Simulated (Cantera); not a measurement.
A freely propagating, adiabatic, planar premixed flame of H₂ : O₂ : N₂ = 1 : 0.943 : 3.55 (molar parts), unburnt at 550 K and 100.0 Torr; mixture-averaged transport, grid criteria slope 0.08 and curve 0.16, no radiation.

Detailed kinetics in Cantera: the H2/O2 subset of GRI-Mech 3.0, which has no nitrogen chemistry. Burning velocities carry a grid error of a few per cent, more on coarse grids. Lean hydrogen flames are cellular in practice and burn faster than this planar one.

**Question.** What does this change do: 0.39 parts H2O added?

**Answer.** 
```tsv
quantity	before	after
laminar burning velocity	312 cm/s	278 cm/s
thermal thickness	5.79 mm	5.30 mm
peak x(OH)	0.00950	0.00825
peak x(O)	0.0141	0.0100
peak x(H)	0.0332	0.0251
```

**Question.** What does this change do: N2 3.55 to 4.5 parts?

**Answer.** 
```
quantity                    before     after
------------------------  --------  --------
laminar burning velocity  312 cm/s  239 cm/s
thermal thickness          5.79 mm   6.15 mm
peak x(OH)                 0.00950   0.00594
peak x(O)                   0.0141   0.00972
peak x(H)                   0.0332    0.0239
```
